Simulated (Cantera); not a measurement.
A Cantera script and what it prints.

```python
import numpy as np
import cantera as ct

gas_names = [...]  # 87 gases of nasa_gas.yaml made of C, H, Si
cond_names = """
    C(gr) C6H6(L) C7H8(L) C8H18(L),n-octa Si(cr) Si(L) SiC(b)
""".split()


# ... load() reads the species with a 1 bar reference pressure and builds the phases ...
atoms = {
    'CH3SiH3': {'C': 1, 'H': 6, 'Si': 1},
    'H2': {'H': 2},
}
top_T = {'C(gr)': 4500, 'SiC(b)': 3050}  # K; cautious upper limits of use, not melting points


# ... equilibrate(T, P, feed) seeds the gas with the atoms and calls Mixture.equilibrate('TP', solver="vcs", rtol=1e-11, max_steps=5000) ...
results = []
feed = {'CH3SiH3': 1, 'H2': 510}  # mol
T = 2050  # K
P = 13332.2  # Pa
mix = equilibrate(T, P, feed)
results.append((T, P, feed, dict(zip(mix.species_names, mix.species_moles))))
print(gas.report(threshold=0.0001))
for i in range(1, mix.n_phases):
    print(f"{mix.phase(i).name:16s} {mix.phase_moles(i):12.5e} mol")
```

Output:

```
       temperature   2050 K
          pressure   13332 Pa
           density   0.0015781 kg/m^3
  mean mol. weight   2.0175 kg/kmol
   phase of matter   gas

                          1 kg             1 kmol
                     ---------------   ---------------
          enthalpy        2.7778e+07        5.6043e+07  J
   internal energy         1.933e+07        3.8998e+07  J
           entropy        1.0221e+05        2.0621e+05  J/K
    Gibbs function       -1.8175e+08       -3.6669e+08  J
 heat capacity c_p             16992             34282  J/K
 heat capacity c_v             12871             25968  J/K

                      mass frac. Y      mole frac. X     chem. pot. / RT
                     ---------------   ---------------   ---------------
                 H         0.0030941         0.0061928            -10.79
                H2           0.99275           0.99351           -21.581
                Si         0.0018184        0.00013063           -7.5166
     [  +84 minor]         0.0023417        0.00017127

C(gr)             0.00000e+00 mol
Si(L)             0.00000e+00 mol
SiC(b)            8.96584e-01 mol
```

Equilibrium computed with Cantera from the NASA thermochemical tables; the gas is ideal and each condensed phase is pure. The feed counts by its element totals alone. Gases not in the tables: Si2H6 and higher silanes.
